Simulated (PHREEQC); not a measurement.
A solution holds 0.011 mol/kgw NH4Cl and 0.00011 mol/kgw Na2HPO4, at 55 °C. Closed to the air; pH follows from the charge balance.

Computed with PHREEQC (ion-association model, phreeqc.dat).

```
Property                      Result
--------------------  --------------
pH                              6.38
ionic strength        0.0112 mol/kgw
specific conductance      2720 µS/cm
total alkalinity        0.110 meq/kg
```

```
species  molality  activity   log γ
-------  --------  --------  ------
Cl-        0.0110   0.00979  -0.050
NH4+       0.0109   0.00967  -0.052
Na+      0.000220  0.000197  -0.049
NH3       8.89e-5   8.92e-5   0.001
H2PO4-    8.86e-5   7.94e-5  -0.048
HPO4-2    2.13e-5   1.36e-5  -0.194
H+        4.65e-7   4.21e-7  -0.043
OH-       1.96e-7   1.74e-7  -0.051
H3PO4     6.79e-9   6.80e-9   0.001
NaHPO4-   5.84e-9   5.23e-9  -0.048
```

This is a speciation only: nothing precipitates in the calculation. At this temperature some constants are extrapolated from 25 °C, and those without enthalpy data are left unchanged.
